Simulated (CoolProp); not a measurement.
Sulfur hexafluoride along the isobar 5.5 MPa: Z from the reference equation and from simpler models built on Tc = 45.6 °C, pc = 3.755 MPa, ω = 0.210; each cubic takes its own stable root.

Computed with CoolProp (reference Helmholtz-energy equation of state, Guder 2009).

| T (°C) | phase | reference |
|---|---|---|
| 8.95 | liquid | 0.2199 |
| 33.05 | liquid | 0.2307 |
| 57.25 | supercritical | 0.2895 |
| 81.35 | supercritical | 0.5578 |
| 105.45 | supercritical | 0.6955 |
| 129.65 | supercritical | 0.7755 |
| 153.75 | supercritical | 0.8294 |
| 177.95 | supercritical | 0.8689 |
| 202.05 | supercritical | 0.8986 |
| 226.25 | supercritical | 0.9219 |
| 250.35 | supercritical | 0.9403 |
| 274.55 | supercritical | 0.9551 |

Q: How far does each simpler model (van der Waals, Redlich-Kwong, Soave-Redlich-Kwong, Peng-Robinson) lie from the reference over these 12 states: mean and median of the absolute difference, and the worst?

A: 
- van der Waals: mean 15.6 %, median 7.8 %, worst +47.7 % at 8.95 °C and 5.5 MPa
- Redlich-Kwong: mean 6.0 %, median 4.1 %, worst +13.4 % at 33.05 °C and 5.5 MPa
- Soave-Redlich-Kwong: mean 4.3 %, median 1.6 %, worst +17.1 % at 57.25 °C and 5.5 MPa
- Peng-Robinson: mean 2.5 %, median 2.0 %, worst +7.6 % at 57.25 °C and 5.5 MPa
